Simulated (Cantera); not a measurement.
A freely propagating, adiabatic, planar premixed flame of CH₃OH : O₂ : N₂ = 1 : 1.61 : 6.06 (molar parts), unburnt at 325 K and 6.51 atm; mixture-averaged transport, grid criteria slope 0.08 and curve 0.16, no radiation.

Model: GRI-Mech 3.0 (53 species, 325 reactions), integrated in Cantera. GRI-Mech 3.0 was tuned for natural gas; its chemistry of methanol as a main component is partial and can be far from experiment. Burning velocities carry a grid error of a few per cent, more on coarse grids.

x: mole fraction of selected species; z is measured from the peak of heat release.

```tsv
z (mm)	T (K)	u (m/s)	x CH₃OH	x O₂	x C₂H₂	x CO	x H₂O	x CH₂O
-0.283	325	0.237	0.115	0.186	<1e-8	3.83e-6	3.87e-5	(withheld)
-0.189	327	0.238	0.115	0.185	<1e-8	4.59e-5	0.000405	(withheld)
-0.142	337	0.246	0.115	0.184	<1e-8	0.000316	0.00244	(withheld)
-0.0945	419	0.309	0.110	0.177	<1e-8	0.00260	0.0164	(withheld)
-0.0472	844	0.641	0.0801	0.139	<1e-8	0.0165	0.0764	(withheld)
-0.0236	1243	0.966	0.0435	0.102	1.81e-8	0.0317	0.127	(withheld)
0	1683	1.33	0.00375	0.0585	3.22e-8	0.0473	0.179	(withheld)
0.0236	1883	1.48	3.41e-6	0.0355	<1e-8	0.0336	0.197	(withheld)
0.0472	1984	1.55	<1e-8	0.0267	<1e-8	0.0220	0.202	(withheld)
0.0945	2084	1.62	<1e-8	0.0205	<1e-8	0.0128	0.207	<1e-8
0.189	2157	1.67	<1e-8	0.0165	<1e-8	0.00732	0.211	<1e-8
0.378	2198	1.70	<1e-8	0.0144	<1e-8	0.00421	0.214	<1e-8
0.756	2214	1.71	<1e-8	0.0134	<1e-8	0.00279	0.215	<1e-8
```

Q: Complete the blanks.

A: 
- -0.283, x CH₂O: 1.06e-7
- -0.189, x CH₂O: 1.95e-6
- -0.142, x CH₂O: 2.10e-5
- -0.0945, x CH₂O: 0.000287
- -0.0472, x CH₂O: 0.00275
- -0.0236, x CH₂O: 0.00585
- 0, x CH₂O: 0.00331
- 0.0236, x CH₂O: 1.24e-5
- 0.0472, x CH₂O: 3.62e-8
